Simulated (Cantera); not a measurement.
A freely propagating, adiabatic, planar premixed flame of 9.88 % CO, 0.800 % H2, 5.04 % CH4, 17.7 % O2, 66.6 % N2, unburnt at 375 K and 100.0 Torr; mixture-averaged transport, grid criteria slope 0.08 and curve 0.16, no radiation.

Cantera simulation using GRI-Mech 3.0 (53 species, 325 reactions); the numbers are that mechanism's predictions, not measurements. Burning velocities carry a grid error of a few per cent, more on coarse grids.

Question: Predict: laminar burning velocity; thermal thickness; peak x(HCO); peak x(OH).

Answer: 
```
Quantity                      Value
------------------------  ---------
laminar burning velocity  99.6 cm/s
thermal thickness           2.60 mm
peak x(HCO)                 3.94e-5
peak x(OH)                  0.00835
```
